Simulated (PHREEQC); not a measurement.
0.036 g of hydrous ferric oxide (600 m²/g; 0.2 weak and 0.005 strong sites per Fe, Dzombak-Morel constants, diffuse double layer) in 1 kg of water with 0.3 mol/kgw of an inert sodium salt and 2.6e-07 mol/kgw NiCl2, at 25 °C; the pH is set by adding NaOH or the inert anion's acid. O2 is buffered at 0.21 atm. No CO2 enters from the air. Precipitation was switched off in this run.

Base run: PHREEQC, ion-association model, wateq4f.dat. Each further column changes one thing. The table gives surface potential ψ (mV).

```
pH    base  background salt from 0.3 to 0.03 mol/kgw  oxide from 0.036 to 0.18 g/kgw  0.00017 mol/kgw CuSO4 added
----  ----  ----------------------------------------  ------------------------------  ---------------------------
4      123                                       169                             123                          101
4.38   120                                       160                             120                          100
4.75   115                                       149                             115                            ?
5.5     98                                       123                              98                           93
5.88    86                                         ?                              86                            ?
6.25    74                                        93                              74                          100
6.62    61                                        76                              61                          104
7.38    31                                        39                              31                            ?
7.75    16                                        19                              16                           93
8.12     0                                         0                               0                           79
8.5    -16                                       -20                             -17                           62
9.25   -47                                       -59                             -48                           24
9.62   -61                                       -76                               ?                            4
10     -75                                       -94                             -75                          -16
```

Problem. Complete the blanks.

Solution. 
- 4.75, 0.00017 mol/kgw CuSO4 added: 97
- 5.88, background salt from 0.3 to 0.03 mol/kgw: 108
- 5.88, 0.00017 mol/kgw CuSO4 added: 95
- 7.38, 0.00017 mol/kgw CuSO4 added: 102
- 9.62, oxide from 0.036 to 0.18 g/kgw: -62

 In at least one series the solution becomes supersaturated in solids that the run did not let form, among them Cu(OH)2, Brochantite, Antlerite. The database's constant for dissolved Cu(OH)2 is higher than later reviews accept.
